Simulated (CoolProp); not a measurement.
Properties of methanol along the isobar 326 bar (Tc = 513.4 K, pc = 82.16 bar, ω = 0.565).

The numbers come from the reference Helmholtz-energy equation of state, de Reuck 1993 in CoolProp.

```json
[
 {"T (K)": "319.9", "phase": "liquid", "cp (kJ/(kg K))": "2.634", "speed of sound (m/s)": "1219", "conductivity (mW/(m K))": "211", "Prandtl number": "6.01"},
 {"T (K)": "337.5", "phase": "liquid", "cp (kJ/(kg K))": "2.753", "speed of sound (m/s)": "1177", "conductivity (mW/(m K))": "208", "Prandtl number": "5.19"},
 {"T (K)": "355.1", "phase": "liquid", "cp (kJ/(kg K))": "2.884", "speed of sound (m/s)": "1136", "conductivity (mW/(m K))": "?", "Prandtl number": "4.58"},
 {"T (K)": "372.6", "phase": "liquid", "cp (kJ/(kg K))": "3.024", "speed of sound (m/s)": "1095", "conductivity (mW/(m K))": "?", "Prandtl number": "4.13"},
 {"T (K)": "390.2", "phase": "liquid", "cp (kJ/(kg K))": "3.174", "speed of sound (m/s)": "1053", "conductivity (mW/(m K))": "198", "Prandtl number": "3.77"},
 {"T (K)": "407.8", "phase": "liquid", "cp (kJ/(kg K))": "3.334", "speed of sound (m/s)": "1010", "conductivity (mW/(m K))": "195", "Prandtl number": "3.49"},
 {"T (K)": "425.3", "phase": "liquid", "cp (kJ/(kg K))": "3.501", "speed of sound (m/s)": "964.9", "conductivity (mW/(m K))": "?", "Prandtl number": "3.25"},
 {"T (K)": "442.9", "phase": "liquid", "cp (kJ/(kg K))": "3.679", "speed of sound (m/s)": "917.3", "conductivity (mW/(m K))": "?", "Prandtl number": "?"}
]
```

What belongs in the gaps?


- 355.1, conductivity (mW/(m K)): 205
- 372.6, conductivity (mW/(m K)): 202
- 425.3, conductivity (mW/(m K)): 191
- 442.9, conductivity (mW/(m K)): 188
- 442.9, Prandtl number: 3.05

Viscosity comes from a separate model (Xiang 2006). Thermal conductivity comes from a separate model (Sykioti 2013).
